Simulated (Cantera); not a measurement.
An adiabatic, constant-pressure homogeneous reactor starts with H₂ : O₂ : N₂ = 1 : 1 : 3.76 (molar parts), equivalence ratio 0.50, at 1075 K and 760 Torr. Integrator tolerance rtol = 1e-08.

Cantera simulation using the H2/O2 subset of GRI-Mech 3.0, which has no nitrogen chemistry; the numbers are that mechanism's predictions, not measurements.

Problem. What does this change do: pressure from 760 Torr to 7500 Torr?

Solution. 
```tsv
quantity	before	after
time of steepest temperature rise	0.113 ms	2.11 ms
temperature at 0.300 s	2272 K	2295 K
equilibrium temperature	2272 K	2295 K
x(H₂) at 0.300 s	0.00107 (gas-phase equilibrium 0.00107)	0.000391 (gas-phase equilibrium 0.000391)
x(O₂) at 0.300 s	0.0929 (gas-phase equilibrium 0.0929)	0.0937 (gas-phase equilibrium 0.0937)
x(H) at 0.300 s	0.000273 (gas-phase equilibrium 0.000273)	5.93e-5 (gas-phase equilibrium 5.93e-5)
x(OH) at 0.300 s	0.00731 (gas-phase equilibrium 0.00731)	0.00453 (gas-phase equilibrium 0.00453)
x(O) at 0.300 s	0.00128 (gas-phase equilibrium 0.00128)	0.000469 (gas-phase equilibrium 0.000469)
```
The hydrogen kinetics of GRI-Mech 3.0 are dated; newer H2 mechanisms differ, most at raised pressure.

Problem. What does this change do: initial temperature 1075 to 1800 K?

Solution. 
```
quantity                                                              before                                    after
---------------------------------  -----------------------------------------  ---------------------------------------
time of steepest temperature rise                                   0.113 ms                                  6.42 µs
temperature at 0.300 s                                                2272 K                                   2711 K
equilibrium temperature                                               2272 K                                   2711 K
x(H₂) at 0.300 s                     0.00107 (gas-phase equilibrium 0.00107)  0.00840 (gas-phase equilibrium 0.00840)
x(O₂) at 0.300 s                       0.0929 (gas-phase equilibrium 0.0929)    0.0863 (gas-phase equilibrium 0.0863)
x(H) at 0.300 s                    0.000273 (gas-phase equilibrium 0.000273)  0.00543 (gas-phase equilibrium 0.00543)
x(OH) at 0.300 s                     0.00731 (gas-phase equilibrium 0.00731)    0.0270 (gas-phase equilibrium 0.0270)
x(O) at 0.300 s                      0.00128 (gas-phase equilibrium 0.00128)    0.0111 (gas-phase equilibrium 0.0111)
```
